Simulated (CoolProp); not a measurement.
Vapour-liquid equilibrium of carbon dioxide (1) + R22 (2) at 12.5 bar; x and y are mole fractions of (1).

The numbers come from the multi-fluid Helmholtz-energy mixture model, Span 1996 and Kamei 1995; pair parameters Bell 2016 in CoolProp.

**Question.** Give the bubble temperature and the first vapour's composition at x = 0.15, 0.25, 0.35. Is there an azeotrope?

**Answer.** x = 0.15: 288.4 K, y = 0.412; x = 0.25: 278.7 K, y = 0.598; x = 0.35: 270.4 K, y = 0.727. No azeotrope shows between x = 0.05 and 0.95.

The pair parameters rest on a limited set of measurements; away from them the model extrapolates.
